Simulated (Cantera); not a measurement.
An adiabatic, constant-pressure homogeneous reactor starts with H2 : O2 : N2 = 1 : 1.28 : 11.5 (molar parts), equivalence ratio 0.39, at 1650 K and 10.0 bar.

Cantera simulation using the H2/O2 subset of GRI-Mech 3.0, which has no nitrogen chemistry; the numbers are that mechanism's predictions, not measurements. The hydrogen kinetics of GRI-Mech 3.0 are dated; newer H2 mechanisms differ, most at raised pressure.

Task: Predict: time of steepest temperature rise; temperature at 1.00 s; equilibrium temperature; x(H2) at 1.00 s; x(O2) at 1.00 s; x(O) at 1.00 s; x(OH) at 1.00 s; x(H) at 1.00 s; x(HO2) at 1.00 s.

Result: 
```
Quantity                                                               Value
---------------------------------  -----------------------------------------
time of steepest temperature rise                                    2.03 µs
temperature at 1.00 s                                                 2152 K
equilibrium temperature                                               2152 K
x(H2) at 1.00 s                      8.22e-5 (gas-phase equilibrium 8.22e-5)
x(O2) at 1.00 s                        0.0583 (gas-phase equilibrium 0.0583)
x(O) at 1.00 s                     0.000152 (gas-phase equilibrium 0.000152)
x(OH) at 1.00 s                      0.00144 (gas-phase equilibrium 0.00144)
x(H) at 1.00 s                       1.23e-5 (gas-phase equilibrium 1.23e-5)
x(HO2) at 1.00 s                     2.94e-6 (gas-phase equilibrium 2.94e-6)
```
